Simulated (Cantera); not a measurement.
A closed system holds: 1 mol CF₄, 2.8 mol F₂, at 140 Pa.

Equilibrium computed with Cantera from the NASA thermochemical tables; the gas is ideal and each condensed phase is pure. Candidate condensed phases: C; 13 gas species. Gases not in the tables: C₂F₆ and larger saturated fluorocarbons. Rates play no part.

x: gas mole fraction; nothing condenses.

```
T (K)    x F     x CF₄     x CF₂      x CF  x CF₃      x F₂
-----  -----  --------  --------  --------  -----  --------
1273   0.847     0.152    <1e-12    <1e-12      …   0.00146
1373   0.848     0.152    <1e-12    <1e-12      …  0.000467
1473   0.848     0.152  4.67e-12    <1e-12      …  0.000173
1573   0.848     0.152  5.32e-10    <1e-12      …   7.28e-5
1673   0.848     0.152   3.43e-8    <1e-12      …   3.39e-5
1773   0.848     0.152   1.38e-6  1.10e-11      …   1.71e-5
1873   0.848     0.151   3.74e-5   1.98e-9      …   9.33e-6
1973   0.849     0.150  0.000716   2.08e-7      …   5.40e-6
2073   0.852     0.138   0.00946   1.28e-5      …   3.31e-6
2173   0.866    0.0748    0.0562  0.000301      …   2.18e-6
2273   0.880    0.0152     0.101   0.00190      …   1.49e-6
2373   0.884   0.00214     0.107   0.00643      …   1.03e-6
2473   0.886  0.000304    0.0964    0.0170      …   7.30e-7
```

### Question
What belongs in the gaps?

### Answer

- 1273, x CF₃: 3.33e-12
- 1373, x CF₃: 1.40e-10
- 1473, x CF₃: 3.55e-9
- 1573, x CF₃: 5.96e-8
- 1673, x CF₃: 7.13e-7
- 1773, x CF₃: 6.43e-6
- 1873, x CF₃: 4.59e-5
- 1973, x CF₃: 0.000266
- 2073, x CF₃: 0.00119
- 2173, x CF₃: 0.00270
- 2273, x CF₃: 0.00202
- 2373, x CF₃: 0.000947
- 2473, x CF₃: 0.000405
